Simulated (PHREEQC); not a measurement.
Model water analysis in mg/kgw, 80 °C, pH 6.5, pe 12.5: Na 0.0184; K 0.0131; Ca 0.0295; Mg 0.014; Cl 0.0848; S(6) as SO4 0.0131; Alkalinity as HCO3 0.0636; Cd 0.00922; Pb 0.0135; Cu(2) 3.71e-05; O(0) (dissolved oxygen) 4.43e-05; Si as SiO2 0.00214; B 4.07e-05.

Valence states are taken as typed.

Equilibrium calculation in PHREEQC: ion-association model, phreeqc.dat.

Precipitation was switched off in this run.

Q: Order these Pb species by the share of Pb that they hold, largest first: PbCO3, PbOH+, Pb+2.

A: Pb+2 (94 %), PbOH+ (5.7 %), PbCO3 (0.20 %)

The pH is 6.50 and the ionic strength 5.78e-6 mol/kgw. Species that the database lacks are ignored. Constants without temperature data keep their 25 °C values here. The database's constant for dissolved Cu(OH)2 is higher than later reviews accept.
